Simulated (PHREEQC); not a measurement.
Solution (25 °C): 0.3 mol HCl, 0.00015 mol CuSO4 and 0.00645 mol Na2SO4 per kg of water. Closed to the air; pH follows from the charge balance.

Model: ion-association model, wateq4f.dat, run in PHREEQC.

Precipitation was switched off in this run.

Q: Order these Cu species by the share of Cu that they hold, largest first: Cu+2, CuSO4, CuCl+, CuCl2.

A: Cu+2 (80 %), CuCl+ (18 %), CuCl2 (1.3 %), CuSO4 (0.80 %)

Q: Order these S species by the share of S that they hold, largest first: SO4-2, NaSO4-, HSO4-.

A: HSO4- (89 %), SO4-2 (11 %), NaSO4- (0.18 %)

The pH is 0.64 and the ionic strength 0.308 mol/kgw.
